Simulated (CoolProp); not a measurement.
A simple Rankine cycle with isobutene: condensing at 333.15 K, boiler at 1.79 MPa, turbine inlet 377 K, turbine efficiency 0.85, pump efficiency 0.8, no recuperator. Each further row changes one setting.

Model: reference Helmholtz-energy equation of state, Lemmon 2005, in CoolProp. It is a short technical equation, of lower accuracy than the large ones.

```
case                             thermal efficiency (%)  net work (kJ/kg)  heat in (kJ/kg)  turbine exit temperature (K)  volume ratio over the turbine
-------------------------------  ----------------------  ----------------  ---------------  ----------------------------  -----------------------------
as stated                                           7.5              27.4              367                         345.2                              …
turbine inlet 397 K                                 7.4              30.9              416                         367.6                           2.41
condensing temperature 325.15 K                       …              34.3              387                             …                           3.05
boiler pressure 1.25 MPa                            4.5              17.5              389                         361.0                              …
turbine efficiency 0.75                             6.5              23.9              367                         346.9                              …
```

Some entries are withheld; supply them.


- as stated, volume ratio over the turbine: 2.50
- condensing temperature 325.15 K, thermal efficiency (%): 8.9
- condensing temperature 325.15 K, turbine exit temperature (K): 338.9
- boiler pressure 1.25 MPa, volume ratio over the turbine: 1.63
- turbine efficiency 0.75, volume ratio over the turbine: 2.52
